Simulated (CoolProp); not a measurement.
A Linde-Hampson liquefier for carbon monoxide: isothermal reversible compression at 280 K from 1 atm to 25 MPa, throttling to 1 atm, return gas leaving the recuperator 5 K below the feed. Each further row changes one setting.

Values from CoolProp's reference Helmholtz-energy equation of state, Lemmon 2006. It is a short technical equation, of lower accuracy than the large ones.

```tsv
case	liquid yield per pass	compression work (kJ/kg of gas)
as stated	…	455
high pressure 50 MPa	…	…
warm-end temperature 310 K	…	…
warm-end gap 10 K	…	455
```

Problem. Some entries are withheld; supply them.

Solution. 
- as stated, liquid yield per pass: 0.105
- high pressure 50 MPa, liquid yield per pass: 0.113
- high pressure 50 MPa, compression work (kJ/kg of gas): 524
- warm-end temperature 310 K, liquid yield per pass: 0.075
- warm-end temperature 310 K, compression work (kJ/kg of gas): 509
- warm-end gap 10 K, liquid yield per pass: 0.094
